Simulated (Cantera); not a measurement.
Feed: 1 mol Si, 6.4 mol H2, held at 1.90 bar.

Cantera equilibrium calculation (NASA polynomials, part measured and part estimated; ideal gas, pure solids and liquids). Candidate condensed phases: Si; 9 gas species. Gases not in the tables: Si2H6 and higher silanes. Kinetics and transport are ignored.

x: gas mole fraction; n: condensed amount in mol.

| T (K) | x H2 | x H | x SiH2 | x SiH4 | n Si(s) | n Si(l) |
|---|---|---|---|---|---|---|
| 1048 | 1.000 | 5.60e-9 | 3.55e-10 | 8.87e-7 | 1.000 | 0 |
| 1098 | 1.000 | 1.79e-8 | 1.25e-9 | 9.99e-7 | 1.000 | 0 |
| 1148 | 1.000 | 5.20e-8 | 3.97e-9 | 1.11e-6 | 1.000 | 0 |
| 1198 | 1.000 | 1.38e-7 | 1.14e-8 | 1.23e-6 | 1.000 | 0 |
| 1248 | 1.000 | 3.39e-7 | 3.02e-8 | 1.35e-6 | 1.000 | 0 |
| 1298 | 1.000 | 7.77e-7 | 7.39e-8 | 1.47e-6 | 1.000 | 0 |
| 1348 | 1.000 | 1.68e-6 | 1.69e-7 | 1.58e-6 | 1.000 | 0 |
| 1398 | 1.000 | ___ | ___ | 1.70e-6 | 1.000 | 0 |
| 1448 | 1.000 | 6.69e-6 | 7.48e-7 | 1.82e-6 | 1.000 | 0 |
| 1498 | 1.000 | 1.25e-5 | 1.46e-6 | 1.95e-6 | 1.000 | 0 |
| 1548 | 1.000 | ___ | ___ | 2.07e-6 | 1.000 | 0 |
| 1598 | 1.000 | 3.86e-5 | 4.89e-6 | 2.19e-6 | 1.000 | 0 |
| 1648 | 1.000 | 6.46e-5 | 8.47e-6 | 2.30e-6 | 1.000 | 0 |
| 1698 | 1.000 | 0.000105 | 1.40e-5 | 2.38e-6 | 0 | 1.000 |

Problem. What belongs in the gaps?

Solution. 
- 1398, x H: 3.43e-6
- 1398, x SiH2: 3.66e-7
- 1548, x H: 2.23e-5
- 1548, x SiH2: 2.73e-6
